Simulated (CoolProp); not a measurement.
Vapour-liquid equilibrium of carbon dioxide (1) + propylene (2) at 1.29 MPa; x and y are mole fractions of (1).

Model: multi-fluid Helmholtz-energy mixture model, Span 1996 and Lemmon 2013; pair parameters Bell 2016, in CoolProp.

Task: Give the bubble temperature and the first vapour's composition at x = 0.35, 0.45, 0.85. Is there an azeotrope?

Result: x = 0.35: -14.9 °C, y = 0.762; x = 0.45: -19.7 °C, y = 0.815; x = 0.85: -30.1 °C, y = 0.942. No azeotrope shows between x = 0.05 and 0.95.

The pair parameters rest on a limited set of measurements; away from them the model extrapolates.
